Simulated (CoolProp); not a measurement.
A single-stage vapour-compression cycle with the fluid: evaporating at 287.15 K (dew point), condensing at 336.15 K (bubble point), superheat 8 K, subcooling 0 K, compressor efficiency 0.7, no pressure losses. The same conditions are run with several fluids, on thermodynamics alone (safety and materials aside).

The numbers come from the reference Helmholtz-energy equation of state of each fluid (R1132(E): Akasaka 2024; vinyl chloride: Thol 2022; the fluoroketone C6F12O (FK-5-1-12): McLinden 2015; cyclopentane: Gedanitz 2015; hydrogen sulfide: Lemmon 2006; ammonia: Gao 2020) in CoolProp.

```json
[
 {"fluid": "R1132(E)", "cooling COP": "2.51", "pressure ratio": "3.23", "discharge temperature (K)": "372.4", "refrigerating effect (kJ/kg)": "138", "volumetric capacity (kJ/m³)": "5350"},
 {"fluid": "vinyl chloride", "cooling COP": "3.40", "pressure ratio": "3.81", "discharge temperature (K)": "386.1", "refrigerating effect (kJ/kg)": "262", "volumetric capacity (kJ/m³)": "1980"},
 {"fluid": "the fluoroketone C6F12O (FK-5-1-12)", "cooling COP": "___", "pressure ratio": "6.45", "discharge temperature (K)": "336.1", "refrigerating effect (kJ/kg)": "___", "volumetric capacity (kJ/m³)": "164"},
 {"fluid": "cyclopentane", "cooling COP": "3.55", "pressure ratio": "5.79", "discharge temperature (K)": "366.9", "refrigerating effect (kJ/kg)": "331", "volumetric capacity (kJ/m³)": "258"},
 {"fluid": "hydrogen sulfide", "cooling COP": "2.95", "pressure ratio": "3.03", "discharge temperature (K)": "___", "refrigerating effect (kJ/kg)": "331", "volumetric capacity (kJ/m³)": "___"},
 {"fluid": "ammonia", "cooling COP": "___", "pressure ratio": "3.99", "discharge temperature (K)": "___", "refrigerating effect (kJ/kg)": "990", "volumetric capacity (kJ/m³)": "5280"}
]
```

Problem. Some entries are withheld; supply them.

Solution. 
- the fluoroketone C6F12O (FK-5-1-12), cooling COP: 2.61
- the fluoroketone C6F12O (FK-5-1-12), refrigerating effect (kJ/kg): 50.1
- hydrogen sulfide, discharge temperature (K): 417.8
- hydrogen sulfide, volumetric capacity (kJ/m³): 8110
- ammonia, cooling COP: 3.25
- ammonia, discharge temperature (K): 437.1

The compression ends wet for: the fluoroketone C6F12O (FK-5-1-12).
